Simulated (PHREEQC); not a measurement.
A solution holds 0.021 mol HF and 0.26 mol NH4HF2 per kg of water, at 25 °C. Closed to the air; pH follows from the charge balance.

Model: ion-association model, phreeqc.dat, run in PHREEQC.

Each row changes one thing in this solution. No solid was allowed to form.

| case | pH | ionic strength (mol/kgw) | HF (mol/kgw) | F- (mol/kgw) | HF2- (mol/kgw) |
|---|---|---|---|---|---|
| as made | 2.94 | 0.262 | 0.175 | 0.157 | 0.104 |
| temperature from 25 to 85 °C | 3.43 | 0.261 | 0.172 | 0.152 | 0.108 |
| HF from 0.021 to 0.105 mol/kgw | 2.75 | 0.262 | 0.238 | 0.138 | 0.124 |
| NH4HF2 from 0.26 to 0.052 mol/kgw | 2.92 | 0.0534 | 0.0614 | 0.0432 | 0.0102 |
| diluted 2-fold with water | 3.00 | 0.131 | 0.102 | 0.0943 | 0.0369 |
| NH4HF2 left out | 2.46 | 0.00371 | 0.0171 | 0.00348 | 0.000228 |

Complexes and solids missing from the database can't appear. Away from 25 °C the constants follow the database's enthalpies or fits; those with neither stay at their 25 °C values.
